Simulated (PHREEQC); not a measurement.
0.17 g of hydrous ferric oxide (600 m²/g; 0.2 weak and 0.005 strong sites per Fe, Dzombak-Morel constants, diffuse double layer) in 1 kg of water with 0.001 mol/kgw of an inert sodium salt and 0.00059 mmol/kgw CuCl2 and 0.0087 mmol/kgw CaCl2, at 25 °C; the pH is set by adding NaOH or the inert anion's acid. Oxygen alone is held at its pressure in air (log pO2 = -0.68). The system is closed to CO2. Nothing may precipitate in this run.

Computed with PHREEQC (ion-association model, wateq4f.dat).

```csv
pH,Cu sorbed (%),Ca sorbed (%),surface charge σ (C/m²)
4,1.4,0.0,0.120
4.75,___,0.0,___
5.5,___,0.0,0.032
6.25,99.4,0.0,___
7,99.9,___,0.006
7.75,100.0,___,0.002
8.5,99.9,___,-0.001
9.25,99.9,96.5,-0.006
10,99.9,99.9,-0.014
```

Q: Fill in the missing entries.

A: 
- 4.75, Cu sorbed (%): 21.9
- 4.75, surface charge σ (C/m²): 0.064
- 5.5, Cu sorbed (%): 86.2
- 6.25, surface charge σ (C/m²): 0.015
- 7, Ca sorbed (%): 0.4
- 7.75, Ca sorbed (%): 9.6
- 8.5, Ca sorbed (%): 61.1

Species that the database lacks are ignored. The database's constant for dissolved Cu(OH)2 is higher than later reviews accept.
